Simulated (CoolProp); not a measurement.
Tetradecamethylhexasiloxane (MD4M) along the isobar 11.9 bar: Z from the reference equation and from simpler models built on Tc = 653.2 K, pc = 8.286 bar, ω = 0.800; each cubic takes its own stable root.

The numbers come from the reference Helmholtz-energy equation of state, Thol 2019 in CoolProp.

```
T (K)   phase  reference
-----  ------  ---------
365.5  liquid     0.2182
382.3  liquid     0.2128
399    liquid     0.2082
415.8  liquid     0.2040
432.5  liquid     0.2005
449.3  liquid     0.1975
466    liquid     0.1950
482.8  liquid     0.1930
499.6  liquid     0.1916
516.3  liquid     0.1907
533.1  liquid     0.1904
549.8  liquid     0.1908
```

How far does each simpler model (van der Waals, Redlich-Kwong, Soave-Redlich-Kwong) lie from the reference over these 12 states: mean and median of the absolute difference, and the worst?


- van der Waals: mean 74.9 %, median 75.1 %, worst +81.3 % at 365.5 K and 11.9 bar
- Redlich-Kwong: mean 23.0 %, median 22.9 %, worst +24.2 % at 365.5 K and 11.9 bar
- Soave-Redlich-Kwong: mean 12.3 %, median 11.8 %, worst +15.6 % at 365.5 K and 11.9 bar
